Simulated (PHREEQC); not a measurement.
1 kg of water holding 0.17 mol/kgw KCl, 0.0033 mol/kgw K2SO4, 0.016 mol/kgw K2CO3 and 0.015 mol/kgw KHCO3 is evaporated at 25 °C; the solids stay in contact with the brine. The system is closed to CO2. Solids allowed: Arcanite, Kalicinite, Misenite, Sylvite. Others were left out.

The series has 28 steps of water left (kg), from 1 to 0.005014.

Model: Pitzer model, pitzer.dat, run in PHREEQC.

**Question.** Which solids form, in which order, and at which step of the series does each first stand?

**Answer.** Arcanite from water left = 0.04335 kg (pH 9.54); Sylvite from water left = 0.03564 kg (pH 9.56); Kalicinite from water left = 0.009032 kg (pH 9.93).

Complexes and solids missing from the database can't appear.
